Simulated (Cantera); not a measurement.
An isothermal, constant-pressure homogeneous reactor starts with NO : N2 = 1 : 12 (molar parts), at 2100 K and 2670 Pa. Integrator tolerance rtol = 1e-08.

Cantera simulation using GRI-Mech 3.0 (53 species, 325 reactions); the numbers are that mechanism's predictions, not measurements. Radical loss at walls, strong at low pressure, is not modelled.

What does this change do: temperature 2100 to 1525 K?


| quantity | before | after |
|---|---|---|
| x(NO) at 8.00 s | 0.0321 (gas-phase equilibrium 0.00452) | 0.0769 (gas-phase equilibrium 0.000653) |
| x(O) at 8.00 s | 0.00127 (gas-phase equilibrium 0.00161) | 8.55e-7 (gas-phase equilibrium 6.82e-6) |
| x(N2) at 8.00 s | 0.945 (gas-phase equilibrium 0.959) | 0.923 (gas-phase equilibrium 0.961) |
| x(O2) at 8.00 s | 0.0217 (gas-phase equilibrium 0.0354) | 1.41e-5 (gas-phase equilibrium 0.0381) |
| x(NO2) at 8.00 s | 2.48e-6 (gas-phase equilibrium 4.45e-7) | 2.67e-6 (gas-phase equilibrium 2.25e-7) |
| x(N2O) at 8.00 s | 4.15e-7 (gas-phase equilibrium 4.55e-8) | 1.93e-6 (gas-phase equilibrium 7.16e-9) |
